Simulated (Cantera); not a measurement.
PbO + H₂O (chemical vapour transport)

A closed system holds: 1 mol PbO, 2 mol H₂O, at 750 Torr.

Equilibrium computed with Cantera from the NASA thermochemical tables; the gas is ideal and each condensed phase is pure. Candidate condensed phases: H₂O, Pb, PbO, PbO₂, Pb₃O₄; 12 gas species. Gases not in the tables: (PbO)n polymers. Rates play no part.

```tsv
T (°C)	x H₂O	x PbO	x Pb	x O₂	x H₂	x OH	x H	x O	n PbO(yellow)	n PbO(l)
550	1.00	2.27e-10	6.65e-12	1.74e-9	3.50e-9	5.20e-11	<1e-12	<1e-12	1.00	0
650	1.00	1.89e-8	1.09e-9	2.38e-8	4.72e-8	1.31e-9	<1e-12	<1e-12	1.00	0
750	1.000	6.43e-7	6.19e-8	2.12e-7	3.71e-7	1.79e-8	2.52e-12	<1e-12	1.000	0
850	1.000	1.14e-5	1.49e-6	1.61e-6	1.81e-6	1.63e-7	5.73e-11	5.58e-12	1.000	0
950	1.000	0.000108	1.64e-5	1.10e-5	6.13e-6	1.09e-6	7.45e-10	1.34e-10	0	1.000
1050	0.999	0.000667	0.000109	6.13e-5	1.66e-5	5.63e-6	6.45e-9	2.08e-9	0	0.998
1150	0.996	0.00313	0.000534	0.000280	3.80e-5	2.33e-5	4.10e-8	2.25e-8	0	0.993
```
x: gas mole fraction; n: condensed amount in mol.

From 550 °C to 850 °C the condensed part is PbO(yellow). From 950 °C to 1150 °C the condensed part is PbO(l).
